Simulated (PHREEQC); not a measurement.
A solution holds 12 mmol/kgw HF, 54 mmol/kgw NH4HF2 and 1.8 mmol/kgw H3PO4, at 25 °C. Closed to the air; pH follows from the charge balance.

The numbers come from PHREEQC with the ion-association model, wateq4f.dat.

| quantity | before | after |
|---|---|---|
| pH | 3.06 | 3.07 |
| HF (mol/kgw) | 0.0468 | 0.0266 |
| F- (mol/kgw) | 0.0452 | 0.0246 |
| HF2- (mol/kgw) | 0.00822 | 0.00253 |
| H2F2 (mol/kgw) | 0.00579 | 0.00186 |

What was changed between the two runs?
A. HF from 0.012 to 0.0108 mol/kgw
B. diluted 2-fold with water
C. temperature from 25 to 15 °C
D. H3PO4 replaced by K2HPO4 at the same molality

B, diluted 2-fold with water

No solid was allowed to form. wateq4f.dat counts part of the HF as a dimer, H2F2, which phreeqc.dat doesn't know; its constant is uncertain. H3PO4, which wateq4f.dat lacks, is added to it with the constant of phreeqc.dat.
